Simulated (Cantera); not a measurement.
Charge: 1 mol n-butane, 1.8 mol H2O, equilibrated at 1.00 Torr.

Equilibrium computed with Cantera from the NASA thermochemical tables; the gas is ideal and each condensed phase is pure. Candidate condensed phases: C, C6H6, C7H8, C8H18, H2O; 110 gas species. Equilibrium is a limit: real reactors are often held back by kinetics, nucleation or transport.

### Question
At 2250 K, list the 5 most abundant gas species with their mole fractions, and the condensed phases.

### Answer
H2 0.643, CO 0.192, H 0.163, C2H2 (acetylene) 0.00215, C2H 2.17e-5. Condensed: C(graphite).
